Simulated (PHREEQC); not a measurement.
A solution holds 9.6 mmol/kgw NH3 and 19.5 mmol/kgw Li2CO3, at 20 °C. Closed to the air; pH follows from the charge balance.

All values are PHREEQC results (ion-association model, phreeqc.dat), not measurements.

No solid was allowed to form.

Question: Predict the pH.

Answer: pH 11.25.

Question: In which forms is C present?

Answer: CO3-2 93 %, HCO3- 6.9 % of the C.
